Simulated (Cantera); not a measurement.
# Premixed flame

A freely propagating, adiabatic, planar premixed flame of 8.43 % CH₄, 15.3 % O₂, 57.7 % N₂, 18.5 % H₂O, equivalence ratio 1.1, unburnt at 675 K and 1.01 bar; mixture-averaged transport, grid criteria slope 0.08 and curve 0.16, no radiation.

Model: GRI-Mech 3.0 (53 species, 325 reactions), integrated in Cantera. Burning velocities carry a grid error of a few per cent, more on coarse grids.

```
z (mm)  T (K)  u (m/s)     x CH₄     x O₂  x H₂O    x HCN    x CH₂O       x H
------  -----  -------  --------  -------  -----  -------  --------  --------
-1.55     675    0.843    0.0841    0.153  0.185    <1e-8   2.82e-7     <1e-8
-1.03     679    0.850    0.0836    0.153  0.185    <1e-8   4.19e-6     <1e-8
-0.773    691    0.868    0.0825    0.151  0.187  1.01e-8   2.21e-5     <1e-8
-0.515    757    0.957    0.0775    0.146  0.194  8.27e-8  0.000159   2.68e-7
-0.258   1090     1.40    0.0544    0.117  0.229  7.60e-7  0.000831   4.09e-5
-0.129   1427     1.84    0.0296   0.0816  0.263  1.89e-6  0.000899  0.000397
0        1744     2.26   0.00663   0.0407  0.297  3.87e-6  0.000450   0.00232
0.129    1877     2.43  0.000411   0.0180  0.311  3.64e-6   6.63e-5   0.00485
0.258    1920     2.47   1.29e-5   0.0109  0.314  1.73e-6   2.81e-6   0.00561
0.515    1967     2.52   2.30e-8  0.00734  0.316  3.44e-7     <1e-8   0.00500
1.03     2019     2.58     <1e-8  0.00508  0.320  2.50e-8     <1e-8   0.00363
2.06     2067     2.63     <1e-8  0.00311  0.325    <1e-8     <1e-8   0.00233
4.12     2102     2.67     <1e-8  0.00167  0.329    <1e-8     <1e-8   0.00145
```
x: mole fraction of selected species; z is measured from the peak of heat release.

- laminar burning velocity = 84.2 cm/s
- thermal thickness = 0.515 mm
- peak x(HCN) = 4.30e-6
- peak x(CH₂O) = 0.000953
- peak x(H) = 0.00562
- grid points = 130
